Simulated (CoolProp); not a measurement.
Chloromethane (R40) at several states: fugacity coefficient from the reference equation and from simpler models built on Tc = 418.6 K, pc = 6929 kPa, ω = 0.150; each cubic takes its own stable root.

Model: reference Helmholtz-energy equation of state, Thol 2014, in CoolProp.

```json
[
 {"T (K)": "485", "p (kPa)": "181", "phase": "gas", "reference": "0.9942", "Redlich-Kwong": "0.9942", "Soave-Redlich-Kwong": "0.9945", "Peng-Robinson": "0.9937"},
 {"T (K)": "432.4", "p (kPa)": "6510", "phase": "gas", "reference": "0.7067", "Redlich-Kwong": "0.7200", "Soave-Redlich-Kwong": "0.7230", "Peng-Robinson": "0.7000"},
 {"T (K)": "351.3", "p (kPa)": "12.4", "phase": "gas", "reference": "0.9988", "Redlich-Kwong": "0.9990", "Soave-Redlich-Kwong": "0.9990", "Peng-Robinson": "0.9989"},
 {"T (K)": "301.4", "p (kPa)": "161", "phase": "gas", "reference": "0.9739", "Redlich-Kwong": "0.9802", "Soave-Redlich-Kwong": "0.9793", "Peng-Robinson": "0.9782"}
]
```
